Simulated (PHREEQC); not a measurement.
0.48 g of hydrous ferric oxide (600 m²/g; 0.2 weak and 0.005 strong sites per Fe, Dzombak-Morel constants, diffuse double layer) in 1 kg of water with 0.1 mol/kgw of an inert sodium salt and 2.5e-05 mol/kgw Ag2SO4 and 3.4e-06 mol/kgw CuCl2, at 25 °C; the pH is set by adding NaOH or the inert anion's acid. O2 is buffered at 0.21 atm. The system is closed to CO2. Precipitation was switched off in this run.

Base run: PHREEQC, ion-association model, wateq4f.dat. Each further column changes one thing. The table gives S sorbed (%).

```json
[
 {"pH": "3", "base": "99.2", "no electrostatic term (-no_edl)": "0.1", "background salt from 0.1 to 0.01 mol/kgw": "100.0", "oxide from 0.48 to 2.4 g/kgw": "99.9", "0.00041 mol/kgw NaF added": "97.0"},
 {"pH": "3.5", "base": "99.1", "no electrostatic term (-no_edl)": "0.1", "background salt from 0.1 to 0.01 mol/kgw": "100.0", "oxide from 0.48 to 2.4 g/kgw": "99.8", "0.00041 mol/kgw NaF added": "96.2"},
 {"pH": "4", "base": "98.9", "no electrostatic term (-no_edl)": "0.1", "background salt from 0.1 to 0.01 mol/kgw": "100.0", "oxide from 0.48 to 2.4 g/kgw": "99.8", "0.00041 mol/kgw NaF added": "95.0"},
 {"pH": "4.5", "base": "98.1", "no electrostatic term (-no_edl)": "0.1", "background salt from 0.1 to 0.01 mol/kgw": "99.9", "oxide from 0.48 to 2.4 g/kgw": "99.7", "0.00041 mol/kgw NaF added": "92.4"},
 {"pH": "5", "base": "95.6", "no electrostatic term (-no_edl)": "0.1", "background salt from 0.1 to 0.01 mol/kgw": "99.7", "oxide from 0.48 to 2.4 g/kgw": "99.2", "0.00041 mol/kgw NaF added": "85.9"},
 {"pH": "5.5", "base": "88.0", "no electrostatic term (-no_edl)": "0.1", "background salt from 0.1 to 0.01 mol/kgw": "98.7", "oxide from 0.48 to 2.4 g/kgw": "97.7", "0.00041 mol/kgw NaF added": "71.4"},
 {"pH": "6.5", "base": "33.2", "no electrostatic term (-no_edl)": "0.1", "background salt from 0.1 to 0.01 mol/kgw": "70.0", "oxide from 0.48 to 2.4 g/kgw": "72.2", "0.00041 mol/kgw NaF added": "21.2"},
 {"pH": "7", "base": "9.2", "no electrostatic term (-no_edl)": "0.1", "background salt from 0.1 to 0.01 mol/kgw": "26.8", "oxide from 0.48 to 2.4 g/kgw": "___", "0.00041 mol/kgw NaF added": "___"},
 {"pH": "7.5", "base": "1.7", "no electrostatic term (-no_edl)": "0.2", "background salt from 0.1 to 0.01 mol/kgw": "4.6", "oxide from 0.48 to 2.4 g/kgw": "___", "0.00041 mol/kgw NaF added": "___"},
 {"pH": "8", "base": "0.3", "no electrostatic term (-no_edl)": "0.2", "background salt from 0.1 to 0.01 mol/kgw": "0.6", "oxide from 0.48 to 2.4 g/kgw": "___", "0.00041 mol/kgw NaF added": "0.2"},
 {"pH": "8.5", "base": "0.0", "no electrostatic term (-no_edl)": "0.1", "background salt from 0.1 to 0.01 mol/kgw": "0.1", "oxide from 0.48 to 2.4 g/kgw": "0.2", "0.00041 mol/kgw NaF added": "0.0"},
 {"pH": "9", "base": "0.0", "no electrostatic term (-no_edl)": "0.1", "background salt from 0.1 to 0.01 mol/kgw": "0.0", "oxide from 0.48 to 2.4 g/kgw": "0.0", "0.00041 mol/kgw NaF added": "0.0"}
]
```

Problem. What belongs in the gaps?

Solution. 
- 7, oxide from 0.48 to 2.4 g/kgw: 33.7
- 7, 0.00041 mol/kgw NaF added: 6.4
- 7.5, oxide from 0.48 to 2.4 g/kgw: 7.9
- 7.5, 0.00041 mol/kgw NaF added: 1.4
- 8, oxide from 0.48 to 2.4 g/kgw: 1.3

The database's constant for dissolved Cu(OH)2 is higher than later reviews accept. The oxide is taken as insoluble; below pH 4 it would dissolve. In at least one series the solution becomes supersaturated in solids that the run did not let form, among them Cerargyrite.
